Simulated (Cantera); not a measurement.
Reactions in the system H-O-S

Source: NASA polynomial tables (part measured, part estimated), evaluated in Cantera. Values are per mole of reaction as written; species without (g) are pure solids or liquids, kept so even where they would boil at 1 bar.

S + 2 OH(g) → SO2(g) + H2(g)

```csv
T (K),ΔH° (kJ),ΔS° (J/K),ΔG° (kJ),log10 K
875,-386.3,-43.2,-348.5,20.81
900,-386.6,-43.5,-347.5,20.17
925,-386.9,-43.8,-346.4,19.56
950,-387.2,-44.1,-345.3,18.98
975,-387.4,-44.4,-344.2,18.44
1000,-387.7,-44.6,-343.1,17.92
```
